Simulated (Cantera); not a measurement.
A Cantera script and its output.

```python
import numpy as np
import cantera as ct

surf = ct.Interface("ptcombust.yaml", "Pt_surf")
gas = surf.adjacent["gas"]
gas.TPX = 300, 2200, {'CH4': 0.021, 'O2': 0.18, 'N2': 0.79}
jet = ct.ImpingingJet(gas=gas, width=0.087, surface=surf)
jet.inlet.mdot, jet.inlet.T, jet.inlet.X = 0.085, 300, {'CH4': 0.021, 'O2': 0.18, 'N2': 0.79}
jet.set_refine_criteria(ratio=10, slope=0.2, curve=0.3)
show, cover = ['CH4', 'O2', 'H2O', 'OH', 'CO', 'CO2'], ["PT(S)", "H(S)", "O(S)", "OH(S)", "CO(S)", "C(S)"]

rows = []
print(f"{'Ts/K':>7s}" + "".join(f"{s:>11s}" for s in show + cover) + "   (gas at the wall, coverages)")
for i, Ts in enumerate([950, 1000, 1050, 1100, 1150, 1200, 1250]):
    jet.surface.T = Ts
    if i == 0:
        surf.TP = Ts, 2200
        surf.coverages = "PT(S):0.5, O(S):0.5"
        surf.advance_coverages(1.0)
        jet.set_initial_guess(products="inlet")
    jet.solve(loglevel=0, auto=(i == 0))
    rows.append([*(jet.X[gas.species_index(s), -1] for s in show), *surf[cover].coverages])
    print(f"{Ts:7g}" + "".join(f"{x:11.3e}" for x in rows[-1]))
```

It prints:

```
   Ts/K        CH4         O2        H2O         OH         CO        CO2      PT(S)       H(S)       O(S)      OH(S)      CO(S)       C(S)   (gas at the wall, coverages)
    950  1.510e-02  1.686e-01  1.133e-02  1.059e-07  8.958e-06  7.452e-03  3.209e-01  7.632e-08  6.787e-01  4.040e-04  2.792e-06  1.337e-08
   1000  1.302e-02  1.642e-01  1.518e-02  3.037e-07  1.052e-05  9.993e-03  3.941e-01  1.649e-07  6.055e-01  4.069e-04  2.170e-06  1.357e-08
   1050  1.117e-02  1.602e-01  1.857e-02  7.650e-07  1.214e-05  1.224e-02  4.660e-01  3.161e-07  5.336e-01  3.886e-04  1.661e-06  1.323e-08
   1100  9.686e-03  1.571e-01  2.123e-02  1.718e-06  1.405e-05  1.407e-02  5.350e-01  5.523e-07  4.646e-01  3.566e-04  1.285e-06  1.275e-08
   1150  8.452e-03  1.545e-01  2.345e-02  3.533e-06  1.627e-05  1.554e-02  5.998e-01  9.035e-07  3.999e-01  3.201e-04  1.006e-06  1.220e-08
   1200  7.476e-03  1.525e-01  2.518e-02  6.716e-06  1.907e-05  1.667e-02  6.599e-01  1.404e-06  3.398e-01  2.819e-04  8.082e-07  1.178e-08
   1250  6.722e-03  1.510e-01  2.648e-02  1.194e-05  2.270e-05  1.749e-02  7.141e-01  2.089e-06  2.856e-01  2.449e-04  6.671e-07  1.151e-08
```

Model: Deutschmann's 1995 Pt surface mechanism with GRI-Mech 3.0 gas chemistry, integrated in Cantera. Catalytic surfaces can have several steady states; this one follows from the mechanism file's or the stated starting coverage.
